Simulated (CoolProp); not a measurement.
A single-stage vapour-compression cycle with the fluid: evaporating at 305.15 K (dew point), condensing at 356.15 K (bubble point), superheat 8 K, subcooling 2 K, compressor efficiency 0.7, no pressure losses. The same conditions are run with several fluids, on thermodynamics alone (safety and materials aside).

Values from CoolProp's reference Helmholtz-energy equation of state of each fluid (tetrahydrofuran: Fiedler 2023; R245fa: Akasaka 2015; n-perfluoropentane: Gao 2022; propyne: Polt 1992; propane: Lemmon 2009; chloromethane (R40): Thol 2014). The equations of Platzer and Polt are older, rougher fits.

| fluid | cooling COP | pressure ratio | discharge temperature (K) | refrigerating effect (kJ/kg) | volumetric capacity (kJ/m³) |
|---|---|---|---|---|---|
| tetrahydrofuran | 3.68 | [?] | 391.4 | 359 | 293 |
| R245fa | 3.21 | [?] | 365.3 | 126 | 1310 |
| n-perfluoropentane | 2.47 | [?] | 356.1 | 41.9 | 548 |
| propyne | 3.24 | 3.37 | 390.4 | [?] | [?] |
| propane | 2.53 | 2.92 | 375.4 | 182 | 4270 |
| chloromethane (R40) | 3.33 | 3.32 | [?] | 288 | 4430 |

What belongs in the gaps?


- tetrahydrofuran, pressure ratio: 5.86
- R245fa, pressure ratio: 4.45
- n-perfluoropentane, pressure ratio: 4.60
- propyne, refrigerating effect (kJ/kg): 337
- propyne, volumetric capacity (kJ/m³): 4140
- chloromethane (R40), discharge temperature (K): 420.6

The compression ends wet for: n-perfluoropentane.
